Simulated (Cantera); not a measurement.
## Aluminium nitride and oxide growth: AlCl3 + N2O + N2

Input: 1 mol AlCl3, 13 mol N2O, 2.5 mol N2, at 1.00 Torr.

Method: chemical equilibrium by Gibbs-energy minimisation in Cantera with the NASA 1993 tables (ideal gas, pure condensed phases). Candidate condensed phases: Al, AlCl3, AlN, Al2O3; 24 gas species. Condensed phases not in the tables: AlOCl. Rates play no part.

```
T (°C)   x N2   x O2      x Cl     x Cl2  n Al2O3(s)
------  -----  -----  --------  --------  ----------
477     0.681  0.253   1.91e-5    0.0659       0.500
577     0.681  0.253  0.000196    0.0658       0.500
677     0.681  0.253   0.00124    0.0653       0.500
777     0.679  0.252   0.00545    0.0630       0.500
877     0.675  0.250    0.0178    0.0564       0.500
977     0.666  0.247    0.0440    0.0424       0.500
1077    0.654  0.242    0.0798    0.0234       0.500
1177    0.644  0.239     0.107   0.00895       0.500
1277    0.640  0.237     0.118   0.00285       0.500
1377    0.639  0.236     0.122  0.000923       0.500
1477    0.637  0.235     0.123  0.000328       0.500
1577    0.636  0.233     0.123  0.000128       0.500
1677    0.634  0.230     0.123   5.50e-5       0.500
```
x: gas mole fraction; n: condensed amount in mol.

From 477 °C to 1677 °C the condensed part is Al2O3(s).
